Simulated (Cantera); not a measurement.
What does this Cantera script print?

```python
import numpy as np
import cantera as ct

gas = ct.Solution("gri30.yaml")
gas.TPX = 1748, 520000, {'CH4': 1, 'O2': 3.39, 'N2': 12.7, 'H2O': 2.5}
reactor = ct.IdealGasConstPressureReactor(gas, energy="on", clone=False)
net = ct.ReactorNet([reactor])
net.rtol, net.atol = 1e-08, 1e-16
show = ['CH4', 'O2', 'H2O', 'H2O2', 'C2H4']
times = np.geomspace(5e-06, 1, 14)

steps = ct.SolutionArray(gas, extra=["t"])
rows = []
print(f"{'t/s':>10s}{'T/K':>9s}{'P/Pa':>11s}" + "".join(f"{s:>11s}" for s in show))
for t in times:
    while net.time < t:
        t_next = net.step()
        steps.append(gas.state, t=t_next)
    rows.append([np.interp(t, steps.t, y) for y in (steps.T, steps.P, *steps(*show).X.T)])
    print(f"{t:10.3e}{rows[-1][0]:9.1f}{rows[-1][1]:11.4g}" + "".join(f"{x:11.3e}" for x in rows[-1][2:]))
rate = np.gradient(steps.T, steps.t)
print("integrator steps:", len(steps.t))
if steps.T.max() > steps.T[0] + 200:
    print(f"time of steepest temperature rise: {steps.t[rate.argmax()]:.4e} s")
gas.TPX = 1748, 520000, {'CH4': 1, 'O2': 3.39, 'N2': 12.7, 'H2O': 2.5}
gas.equilibrate("HP")
print(f"equilibrium (HP): T = {gas.T:.1f} K  " + "  ".join(f"{s} {gas[s].X[0]:.3e}" for s in show))
```

It prints:

```
       t/s      T/K       P/Pa        CH4         O2        H2O       H2O2       C2H4
 5.000e-06   1747.7    5.2e+05  5.086e-02  1.730e-01  1.277e-01  3.721e-07  6.817e-07
 1.279e-05   1748.4    5.2e+05  5.008e-02  1.726e-01  1.281e-01  8.427e-07  2.224e-05
 3.270e-05   1806.6    5.2e+05  3.646e-02  1.622e-01  1.390e-01  1.012e-05  1.384e-03
 8.362e-05   2605.1    5.2e+05  4.580e-17  6.949e-02  2.160e-01  1.136e-06  2.970e-26
 2.138e-04   2604.6    5.2e+05  4.506e-17  6.917e-02  2.161e-01  1.133e-06  2.707e-26
 5.468e-04   2602.3    5.2e+05  4.464e-17  6.843e-02  2.162e-01  1.123e-06  2.652e-26
 1.398e-03   2597.5    5.2e+05  4.373e-17  6.686e-02  2.164e-01  1.100e-06  2.535e-26
 3.576e-03   2590.6    5.2e+05  4.240e-17  6.461e-02  2.167e-01  1.068e-06  2.369e-26
 9.144e-03   2586.9    5.2e+05  4.169e-17  6.340e-02  2.169e-01  1.051e-06  2.281e-26
 2.338e-02   2586.6    5.2e+05  4.163e-17  6.330e-02  2.169e-01  1.050e-06  2.274e-26
 5.980e-02   2586.6    5.2e+05  4.163e-17  6.330e-02  2.169e-01  1.050e-06  2.274e-26
 1.529e-01   2586.6    5.2e+05  4.163e-17  6.330e-02  2.169e-01  1.050e-06  2.274e-26
 3.910e-01   2586.6    5.2e+05  4.163e-17  6.330e-02  2.169e-01  1.050e-06  2.274e-26
 1.000e+00   2586.6    5.2e+05  4.163e-17  6.330e-02  2.169e-01  1.050e-06  2.274e-26
integrator steps: 1593
time of steepest temperature rise: 3.8764e-05 s
equilibrium (HP): T = 2586.6 K  CH4 5.753e-17  O2 6.330e-02  H2O 2.169e-01  H2O2 1.050e-06  C2H4 2.679e-26
```

Model: GRI-Mech 3.0 (53 species, 325 reactions), integrated in Cantera.
